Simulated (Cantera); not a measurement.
A perfectly stirred reactor is fed with N2O : O2 = 1 : 0.65 (molar parts), at 20.0 Torr; it is held at 1175 K, and followed from long to short residence time.

Detailed kinetics in Cantera: GRI-Mech 3.0 (53 species, 325 reactions). GRI-Mech 3.0 was tuned for natural gas; its chemistry of N2O as a main component is partial and can be far from experiment. Radical loss at walls, strong at low pressure, is not modelled. The mechanism lacks the step 2 NO + O2 → 2 NO2, which can matter for NO2 below about 1400 K. The temperature is held fixed by assumption; the heat of reaction is taken as removed at once.

What does this change do: O2 0.65 to 6.3 parts?


```
quantity                 before     after
---------------------  --------  --------
x(N2O) at τ = 4.30 s      0.574     0.131
x(O2) at τ = 4.30 s       0.400     0.863
x(O) at τ = 4.30 s      1.23e-6   1.23e-6
x(NO) at τ = 4.30 s     0.00237  0.000541
x(N2) at τ = 4.30 s      0.0238   0.00543
x(N2O) at τ = 0.130 s     0.605     0.137
x(O2) at τ = 0.130 s      0.394     0.863
x(O) at τ = 0.130 s     1.23e-6   1.21e-6
x(NO) at τ = 0.130 s    7.55e-5   1.69e-5
x(N2) at τ = 0.130 s   0.000758  0.000170
```
